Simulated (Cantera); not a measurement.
A closed system holds: 1 mol Ta(OEt)5, 0.54 mol O2, held at 927 °C and 0.100 bar.

Equilibrium computed with Cantera from the NASA thermochemical tables; the gas is ideal and each condensed phase is pure. Candidate condensed phases: C, C6H6, C7H8, C8H18, H2O, Ta, TaC, Ta2O5; 113 gas species. The feed counts by its element totals alone. TaC: taken at fixed stoichiometry. Condensed phases not in the tables: Ta2C. The numbers say what is thermodynamically allowed, not how fast it happens.

Base state: H2 0.672, CO 0.327, CH4 0.000713, H2O 0.000570, CO2 0.000202 (mole fractions); condensed: C(graphite) + TaC(s).

Task: What changes in the equilibrium state with this change: temperature from 927 °C to 702 °C?

Result: 
```
species             before    after
----------------  --------  -------
H2                   0.672    0.769
CO                   0.327    0.209
H2O               0.000570  0.00968
CO2               0.000202  0.00421
CH4               0.000713  0.00744
C(graphite), mol      2.92     6.52
TaC(s), mol           1.00        0
Ta2O5(s), mol            0    0.500
```
